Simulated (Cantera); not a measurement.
**Thermodynamics of silicon epitaxy and polysilicon growth, feed SiCl4 + H2**

Input: 1 mol SiCl4, 750 mol H2, held at 873 K.

Equilibrium computed with Cantera from the NASA thermochemical tables; the gas is ideal and each condensed phase is pure. Candidate condensed phases: Si; 19 gas species. Kinetics and transport are ignored.

From 0.00100 bar to 0.370 bar the condensed part is Si(s). From 0.860 bar to 2.00 bar nothing is condensed. The main Si-bearing gas is SiCl4 at 0.00100 bar and SiHCl3 at 2.00 bar.

```
P (Pa)  log p H2  log p HCl  log p SiHCl3  log p SiCl4  log p SiH2Cl2  log p SiCl2  log p SiCl3  log p SiH3Cl  n Si(s)
------  --------  ---------  ------------  -----------  -------------  -----------  -----------  ------------  -------
100        -3.00      -5.38         -6.99        -6.71          -8.32        -7.66        -8.07        -10.27    0.749
230        -2.64      -5.07         -6.43        -6.20          -7.71        -7.41        -7.69         -9.60    0.647
540        -2.27      -4.77         -5.89        -5.73          -7.10        -7.17        -7.33         -8.93    0.533
1300       -1.89      -4.47         -5.37        -5.28          -6.50        -6.95        -7.00         -8.24    0.416
2900       -1.54      -4.20         -4.91        -4.90          -5.96        -6.76        -6.71         -7.63    0.311
6800       -1.17      -3.92         -4.44        -4.52          -5.40        -6.57        -6.43         -6.97    0.207
16000      -0.80      -3.64         -3.98        -4.16          -4.84        -6.39        -6.16         -6.33    0.108
37000      -0.43      -3.38         -3.55        -3.82          -4.31        -6.22        -5.91         -5.70   0.0159
86000      -0.07      -3.03         -3.17        -3.47          -3.92        -6.19        -5.71         -5.28        0
200000      0.30      -2.66         -2.80        -3.10          -3.55        -6.19        -5.53         -4.92        0
```
log p: log10 of the partial pressure in bar; n: condensed amount in mol.
